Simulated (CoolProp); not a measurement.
Octamethyltrisiloxane (MDM) at several states: fugacity coefficient from the reference equation and from simpler models built on Tc = 565.4 K, pc = 1438 kPa, ω = 0.528; each cubic takes its own stable root.

Values from CoolProp's reference Helmholtz-energy equation of state, Thol 2017.

| T (K) | p (kPa) | phase | reference |
|---|---|---|---|
| 557.7 | 4190 | liquid | 0.2838 |
| 200 | 18.6 | liquid | 6.508e-7 |
| 492.3 | 3230 | liquid | 0.1471 |
| 512 | 7830 | liquid | 0.1240 |
| 360.4 | 186 | liquid | 0.06598 |

Question: How far does each simpler model (van der Waals, Peng-Robinson) lie from the reference over these 5 states: mean and median of the absolute difference, and the worst?

Answer: 
- van der Waals: mean 4118268.0 %, median 96.7 %, worst +20589943.0 % at 200 K and 18.6 kPa
- Peng-Robinson: mean 42.2 %, median 3.1 %, worst +201.2 % at 200 K and 18.6 kPa
